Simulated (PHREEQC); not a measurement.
Consider water at 25 °C with 0.0015 mol CO2, 0.014 mol Na2SeO4, 0.0081 mol NaHSO4 and 0.091 mol FeCl3 per kg of water. Closed to the air; pH follows from the charge balance.

Computed with PHREEQC (ion-association model, wateq4f.dat).

No solid was allowed to form.

Problem. Estimate the pH, activity of water.

Solution. pH 1.85; activity of water 0.994.

Problem. In which forms is S present?

Solution. FeSO4+ 77 %, SO4-2 10.0 %, FeHSO4+2 7.1 %, HSO4- 4.5 %, Fe(SO4)2- 0.6 % of the S.

Examples of supersaturated solids here: Hematite (slow to form), Goethite (slow to form). Others may be too.
